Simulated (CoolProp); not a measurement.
A simple Rankine cycle with n-heptane: condensing at 332.15 K, boiler at 0.726 MPa, turbine inlet 496.3 K, turbine efficiency 0.6, pump efficiency 0.6, no recuperator. Each further row changes one setting.

Values from CoolProp's reference Helmholtz-energy equation of state, Span 2003. It is a short technical equation, of lower accuracy than the large ones.

| case | thermal efficiency (%) | net work (kJ/kg) | heat in (kJ/kg) | turbine exit temperature (K) | volume ratio over the turbine |
|---|---|---|---|---|---|
| as stated | 10.5 | 70.9 | 677 | 457.8 | 28.8 |
| turbine inlet 516.3 K | 10.2 | 74.7 | 730 | 478.5 | 28.2 |
| condensing temperature 324.15 K | 11.2 | 77.7 | 696 | 454.8 | 39.3 |
| boiler pressure 0.508 MPa | 9.5 | 65.1 | 685 | 463.6 | 19.3 |
| turbine efficiency 0.5 | 8.7 | 58.8 | 677 | 462.9 | 29.1 |
